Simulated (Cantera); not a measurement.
A freely propagating, adiabatic, planar premixed flame of CH₄ : H₂ : O₂ : N₂ : H₂O = 1 : 0.53 : 1.74 : 6.55 : 1.1 (molar parts), equivalence ratio 1.3, unburnt at 498 K and 760 Torr; mixture-averaged transport, grid criteria slope 0.08 and curve 0.16, no radiation.

Computed with Cantera and GRI-Mech 3.0 (53 species, 325 reactions). Burning velocities carry a grid error of a few per cent, more on coarse grids.

Problem. What does this change do: H2O 1.1 to 1.4 parts?

Solution. 
| quantity | before | after |
|---|---|---|
| laminar burning velocity | 58.3 cm/s | 49.9 cm/s |
| thermal thickness | 0.513 mm | 0.582 mm |
| peak x(C₂H) | 5.65e-7 | 4.61e-7 |
| peak x(HCO) | 2.09e-5 | 1.55e-5 |

Problem. What does this change do: 0.096 parts CO2 added?

Solution. 
| quantity | before | after |
|---|---|---|
| laminar burning velocity | 58.3 cm/s | 54.5 cm/s |
| thermal thickness | 0.513 mm | 0.536 mm |
| peak x(C₂H) | 5.65e-7 | 5.04e-7 |
| peak x(HCO) | 2.09e-5 | 1.91e-5 |
